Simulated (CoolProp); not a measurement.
Vapour-liquid equilibrium of isohexane (1) + n-heptane (2) at 0.599 bar; x and y are mole fractions of (1).

The numbers come from the multi-fluid Helmholtz-energy mixture model, Lemmon 2006 and Span 2003; pair parameters Bell 2016 in CoolProp.

```json
[
 {"x": "0.05", "bubble temperature (°C)": "78.3", "y at the bubble point": "0.140", "dew temperature at overall composition x (°C)": "80.4", "liquid density (mol/L)": "6.345"},
 {"x": "0.125", "bubble temperature (°C)": "74.0", "y at the bubble point": "0.311", "dew temperature at overall composition x (°C)": "78.7", "liquid density (mol/L)": "6.429"},
 {"x": "0.2", "bubble temperature (°C)": "70.2", "y at the bubble point": "0.446", "dew temperature at overall composition x (°C)": "76.9", "liquid density (mol/L)": "6.510"},
 {"x": "0.275", "bubble temperature (°C)": "66.8", "y at the bubble point": "0.554", "dew temperature at overall composition x (°C)": "75.0", "liquid density (mol/L)": "6.589"},
 {"x": "0.35", "bubble temperature (°C)": "63.7", "y at the bubble point": "0.642", "dew temperature at overall composition x (°C)": "73.0", "liquid density (mol/L)": "6.667"},
 {"x": "0.425", "bubble temperature (°C)": "60.8", "y at the bubble point": "0.714", "dew temperature at overall composition x (°C)": "70.9", "liquid density (mol/L)": "6.743"},
 {"x": "0.5", "bubble temperature (°C)": "___", "y at the bubble point": "0.775", "dew temperature at overall composition x (°C)": "68.6", "liquid density (mol/L)": "6.819"},
 {"x": "0.575", "bubble temperature (°C)": "55.7", "y at the bubble point": "0.826", "dew temperature at overall composition x (°C)": "66.1", "liquid density (mol/L)": "6.894"},
 {"x": "0.65", "bubble temperature (°C)": "53.4", "y at the bubble point": "0.868", "dew temperature at overall composition x (°C)": "63.4", "liquid density (mol/L)": "6.969"},
 {"x": "0.725", "bubble temperature (°C)": "___", "y at the bubble point": "0.905", "dew temperature at overall composition x (°C)": "60.3", "liquid density (mol/L)": "7.043"},
 {"x": "0.8", "bubble temperature (°C)": "49.3", "y at the bubble point": "___", "dew temperature at overall composition x (°C)": "57.0", "liquid density (mol/L)": "7.117"},
 {"x": "0.875", "bubble temperature (°C)": "47.4", "y at the bubble point": "0.963", "dew temperature at overall composition x (°C)": "53.1", "liquid density (mol/L)": "7.191"},
 {"x": "0.95", "bubble temperature (°C)": "45.7", "y at the bubble point": "0.986", "dew temperature at overall composition x (°C)": "48.4", "liquid density (mol/L)": "7.264"}
]
```

### Question
Some entries are withheld; supply them.

### Answer

- 0.5, bubble temperature (°C): 58.1
- 0.725, bubble temperature (°C): 51.3
- 0.8, y at the bubble point: 0.936

No azeotrope shows between x = 0.05 and 0.95.

The pair parameters rest on a limited set of measurements; away from them the model extrapolates.
